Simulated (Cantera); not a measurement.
What does this Cantera script print?

```python
import numpy as np
import cantera as ct

gas_names = [...]  # 113 gases of nasa_gas.yaml made of C, Cu, H, O
cond_names = """
    C(gr) C6H6(L) C7H8(L) C8H18(L),n-octa Cu(cr) Cu(L) CuO(s) CuO2H2(s) Cu2O(s) Cu2O(L) H2O(s) H2O(L)
""".split()


# ... load() reads the species with a 1 bar reference pressure and builds the phases ...
atoms = {
    'CuO': {'Cu': 1, 'O': 1},
    'CH4': {'C': 1, 'H': 4},
    'H2': {'H': 2},
}
top_T = {'C(gr)': 4500, 'CuO(s)': 1390}  # K; cautious upper limits of use, not melting points


# ... equilibrate(T, P, feed) seeds the gas with the atoms and calls Mixture.equilibrate('TP', solver="vcs", rtol=1e-11, max_steps=5000) ...
results = []
feed = {'CuO': 1, 'CH4': 0.54, 'H2': 12}  # mol
P = 133.322  # Pa
for T in [1175, 1325, 1475, 1625, 1775, 1925, 2075, 2225]:
    mix = equilibrate(T, P, feed)
    results.append((T, P, feed, dict(zip(mix.species_names, mix.species_moles))))

top = {s: max(r[3][s] / sum(r[3][g] for g in gas_names) for r in results) for s in gas_names}
cols = sorted((s for s in top if top[s] > 1e-05), key=lambda s: -top[s])[:5]
seen = [c for c in cond_names if any(r[3].get(c, 0) > 1e-12 for r in results)]
print("log10 of partial pressures in bar; condensed amounts in mol")
print(f"{'T/K':>10s}" + "".join(f"{s[:9]:>10s}" for s in cols + seen))
for T, P, feed, n in results:
    ng = sum(n[g] for g in gas_names)
    print(f"{T:10.4g}" + "".join(f"{np.log10(max(n[s] / ng * P / 1e5, 1e-99)):10.3f}" for s in cols)
          + "".join(f"{n.get(c, 0):10.4g}" for c in seen))
```

It prints:

```
log10 of partial pressures in bar; condensed amounts in mol
       T/K        H2         H        Cu        CO       H2O    Cu(cr)     Cu(L)
      1175    -2.908    -8.365    -8.218    -4.289    -4.360    0.9999         0
      1325    -2.908    -7.240    -6.552    -4.285    -4.356    0.9971         0
      1475    -2.910    -6.342    -5.271    -4.285    -4.356         0     0.945
      1625    -2.928    -5.615    -4.243    -4.301    -4.372         0    0.3885
      1775    -2.942    -5.010    -4.042    -4.313    -4.384         0         0
      1925    -2.950    -4.495    -4.045    -4.317    -4.388         0         0
      2075    -2.971    -4.060    -4.055    -4.325    -4.400         0         0
      2225    -3.016    -3.697    -4.074    -4.345    -4.430         0         0
```

Cantera equilibrium calculation (NASA polynomials, part measured and part estimated; ideal gas, pure solids and liquids).
